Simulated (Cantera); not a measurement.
Input (Python, Cantera):

```python
import numpy as np
import cantera as ct

gas = ct.Solution("SiF4_NH3_mec.yaml", "gas")
gas.TPX = 2250, 1500, {'NH3': 1, 'H2': 0.93}
reactor = ct.IdealGasConstPressureReactor(gas, energy="off", clone=False)
net = ct.ReactorNet([reactor])
net.rtol, net.atol = 1e-08, 1e-18
show = ['NH3', 'H2', 'H', 'NH2', 'N', 'NH']
times = np.geomspace(0.0004, 8, 12)

steps = ct.SolutionArray(gas, extra=["t"])
rows = []
print(f"{'t/s':>10s}{'T/K':>9s}{'P/Pa':>11s}" + "".join(f"{s:>11s}" for s in show))
for t in times:
    while net.time < t:
        t_next = net.step()
        steps.append(gas.state, t=t_next)
    rows.append([np.interp(t, steps.t, y) for y in (steps.T, steps.P, *steps(*show).X.T)])
    print(f"{t:10.3e}{rows[-1][0]:9.1f}{rows[-1][1]:11.4g}" + "".join(f"{x:11.3e}" for x in rows[-1][2:]))
rate = np.gradient(steps.T, steps.t)
print("integrator steps:", len(steps.t))
if steps.T.max() > steps.T[0] + 200:
    print(f"time of steepest temperature rise: {steps.t[rate.argmax()]:.4e} s")
gas.TPX = 2250, 1500, {'NH3': 1, 'H2': 0.93}
gas.equilibrate("TP")
print(f"equilibrium (TP): T = {gas.T:.1f} K  " + "  ".join(f"{s} {gas[s].X[0]:.3e}" for s in show))
```

Result:

```
       t/s      T/K       P/Pa        NH3         H2          H        NH2          N         NH
 4.000e-04   2250.0       1500  5.174e-01  4.819e-01  1.693e-04  5.631e-04  6.501e-08  4.059e-06
 9.842e-04   2250.0       1500  5.162e-01  4.820e-01  3.984e-04  1.327e-03  8.507e-07  2.245e-05
 2.421e-03   2250.0       1500  5.119e-01  4.839e-01  7.350e-04  2.414e-03  4.701e-06  7.080e-05
 5.958e-03   2250.0       1500  4.985e-01  4.927e-01  8.330e-04  2.614e-03  6.214e-06  8.458e-05
 1.466e-02   2250.0       1500  4.666e-01  5.141e-01  8.859e-04  2.496e-03  6.340e-06  8.346e-05
 3.606e-02   2250.0       1500  3.988e-01  5.596e-01  1.009e-03  2.234e-03  6.566e-06  8.035e-05
 8.873e-02   2250.0       1500  2.787e-01  6.402e-01  1.282e-03  1.739e-03  6.889e-06  7.266e-05
 2.183e-01   2250.0       1500  1.285e-01  7.408e-01  1.876e-03  1.016e-03  7.099e-06  5.649e-05
 5.371e-01   2250.0       1500  2.410e-02  8.098e-01  3.517e-03  3.273e-04  7.262e-06  3.250e-05
 1.322e+00   2250.0       1500  9.558e-05  8.121e-01  1.879e-02  6.924e-06  4.518e-06  3.739e-06
 3.252e+00   2250.0       1500  5.015e-07  7.851e-01  4.837e-02  9.679e-08  4.486e-07  1.394e-07
 8.000e+00   2250.0       1500  9.247e-08  7.801e-01  5.388e-02  2.001e-08  1.165e-07  3.229e-08
integrator steps: 1764
equilibrium (TP): T = 2250.0 K  NH3 5.861e-08  H2 7.800e-01  H 5.391e-02  NH2 1.269e-08  N 7.400e-08  NH 2.049e-08
```

Detailed kinetics in Cantera: the gas-phase N/H chemistry of the illustrative SiF4/NH3 mechanism in the Surface Chemkin manual (1991). Walls and surfaces, which speed up NH3 decomposition in real reactors, are not modelled.
